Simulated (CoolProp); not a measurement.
Vapour-liquid equilibrium of methanol (1) + water (2) at 0.0182 MPa; x and y are mole fractions of (1).

The numbers come from the multi-fluid Helmholtz-energy mixture model, de Reuck 1993 and Wagner 2002; pair parameters Bell 2016 in CoolProp.

Question: Give the bubble temperature and the first vapour's composition at x = 0.35, 0.425, 0.875. Is there an azeotrope?

Answer: x = 0.35: 37.1 °C, y = 0.752; x = 0.425: 35.2 °C, y = 0.794; x = 0.875: 28.0 °C, y = 0.957. No azeotrope shows between x = 0.05 and 0.95.

Pair parameters are fitted to limited data, so mixtures are less certain than the pure fluids.
